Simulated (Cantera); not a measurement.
Ignition delay

Mixture: 5.81 % CO, 2.27 % H₂, 2.85 % CH₄, 18.7 % O₂, 70.3 % N₂, at 0.830 bar, adiabatic and at constant pressure. Ignition delay is the time to a rise of 400 K.

Computed with Cantera and GRI-Mech 3.0 (53 species, 325 reactions).

| T0 (K) | delay (ms) |
|---|---|
| 1025 | 4.45 |
| 1100 | 1.83 |
| 1175 | 0.899 |
| 1250 | 0.497 |
| 1325 | 0.303 |
| 1400 | 0.201 |
| 1475 | 0.142 |

| Item | Value |
|---|---|
| apparent activation energy between 1325 and 1475 K | 82 kJ/mol |
